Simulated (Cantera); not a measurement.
A closed system holds: 1 mol SiC, 0.065 mol CO2, 39 mol H2, 0.68 mol O2, held at 1575 K and 1 atm.

Equilibrium computed with Cantera from the NASA thermochemical tables; the gas is ideal and each condensed phase is pure. Candidate condensed phases: C, C6H6, C7H8, C8H18, H2O, Si, SiC, SiO2; 123 gas species. Mutual solubility and eutectic melting of coexisting phases are not modelled. The tables hold silica as quartz up to 1696 K and as liquid above; real silica turns to tridymite and cristobalite and melts near 1996 K. Kinetics and transport are ignored.

Base state: H2 0.986, CO 0.0134, CH4 0.000596, SiO 0.000319, H2O 4.11e-5, H 4.10e-5 (mole fractions); condensed: SiC(s) + SiO2(β-quartz).

### Question
What changes in the equilibrium state with this change: CO2 from 0.065 to 0.42 mol?

### Answer
| species | before | after |
|---|---|---|
| H2 | 0.986 | 0.974 |
| CO | 0.0134 | 0.0248 |
| CH4 | 0.000596 | 0.000879 |
| SiO | 0.000319 | 0.000259 |
| H2O | 4.11e-5 | 5.00e-5 |
| H | 4.10e-5 | 4.07e-5 |
| SiC(s), mol | 0.513 | 0.392 |
| SiO2(β-quartz), mol | 0.474 | 0.598 |
